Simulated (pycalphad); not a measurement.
An equivalent pycalphad script:

```python
from pycalphad import Database, equilibrium, calculate, variables as v
import numpy as np
db = Database('COST507.tdb')
comps = ['SN', 'SI', 'VA']
phases = ['BCT_A5', 'DIAMOND_A4', 'LIQUID']
eq = equilibrium(db, comps, phases, {v.X('SI'): 0.338, v.T: np.arange(2350, 499, -75), v.P: 101325, v.N: 1}, output=['HM', 'SM'])
```

Computed with pycalphad from the COST 507 light-alloy database (1999), at 1 atm. The data set is of 1999 and partly superseded. Phase fractions are per mole of atoms.

Results at three of the temperatures:

```
T = 2350.00 K, P = 101325 Pa, N = 1 mol of atoms
G = -201256 J/mol, H = 84210 J/mol, S = 121.47 J/(mol K)  (SER reference)
chemical potentials (J/mol): Sn -231352, Si -142311
phase             fraction      x(Sn)      x(Si)
LIQUID              1.0000     0.6620     0.3380
```

```
T = 2125.00 K, P = 101325 Pa, N = 1 mol of atoms
G = -174236 J/mol, H = 77904 J/mol, S = 118.65 J/(mol K)  (SER reference)
chemical potentials (J/mol): Sn -202972, Si -117955
phase             fraction      x(Sn)      x(Si)
LIQUID              1.0000     0.6620     0.3380
```

```
T = 700.00 K, P = 101325 Pa, N = 1 mol of atoms
G = -35123 J/mol, H = 15466 J/mol, S = 72.27 J/(mol K)  (SER reference)
chemical potentials (J/mol): Sn -44128, Si -17484
phase             fraction      x(Sn)      x(Si)
LIQUID              0.6620     0.9999    6.3e-05
DIAMOND_A4          0.3380   3.77e-07     1.0000
```

Changes of the phase set, refined by bisection:

| T (K) | phases above | phases below |
|---|---|---|
| 1577.2 | liquid | diamond (Si) + liquid |

DIAMOND_A4 is diamond (Si).
